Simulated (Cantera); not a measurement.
Input: 1 mol BN, a varied amount of HCl, equilibrated at 1750 K and 750 Torr.

Equilibrium computed with Cantera from the NASA thermochemical tables; the gas is ideal and each condensed phase is pure. Candidate condensed phases: B, BN, NH₄Cl; 21 gas species. The tables' values for BCl₂, BCl are old estimates; treat these amounts as uncertain. Gases not in the tables: BHCl₂. Rates play no part.

**Question.** At 26 mol HCl, list the 4 most abundant gas species with their mole fractions, and the condensed phases.

**Answer.** HCl 0.884, H₂ 0.0579, BCl₃ 0.0382, N₂ 0.0192. Condensed: gas only.
